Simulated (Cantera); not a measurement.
# FeCl2 + O2 + N2 (halide evaporation, hydrolysis and transport)

Feed: 1 mol FeCl2, a varied amount of O2, 15 mol N2, at 2123 K and 1.90 mbar.

Cantera equilibrium calculation (NASA polynomials, part measured and part estimated; ideal gas, pure solids and liquids). Candidate condensed phases: Fe, FeCl2, FeCl3, FeO, Fe2O3, Fe3O4; 19 gas species. The tables' stoichiometric FeO is somewhat more stable than real wüstite, so its field is too wide. FeO: taken at fixed stoichiometry. Kinetics and transport are ignored.

```tsv
n(O2) (mol)	log p N2	log p O2	log p Cl	log p FeCl2	log p Fe	log p O	log p NO	n FeO(l)
0.27	-2.78	-4.69	-4.00	-4.22	-4.37	-5.14	-5.32	0
1.2	-2.81	-3.98	-3.99	-4.27	-4.44	-4.78	-4.98	0
2.2	-2.83	-3.72	-3.99	-4.32	-4.50	-4.65	-4.86	0.0225
3.2	-2.85	-3.57	-3.98	-4.38	-4.57	-4.57	-4.80	0.0879
4.2	-2.88	-3.47	-3.98	-4.43	-4.62	-4.52	-4.76	0.127
5.1	-2.89	-3.40	-3.98	-4.47	-4.66	-4.49	-4.73	0.150
6.1	-2.91	-3.34	-3.99	-4.51	-4.69	-4.46	-4.71	0.167
7.1	-2.93	-3.29	-4.00	-4.55	-4.71	-4.43	-4.70	0.178
8.1	-2.95	-3.25	-4.01	-4.59	-4.73	-4.41	-4.69	0.186
```
log p: log10 of the partial pressure in bar; n: condensed amount in mol.

From 0.27 mol O2 to 1.2 mol O2 nothing is condensed. From 2.2 mol O2 to 8.1 mol O2 the condensed part is FeO(l). The main Fe-bearing gas is FeCl2 throughout.
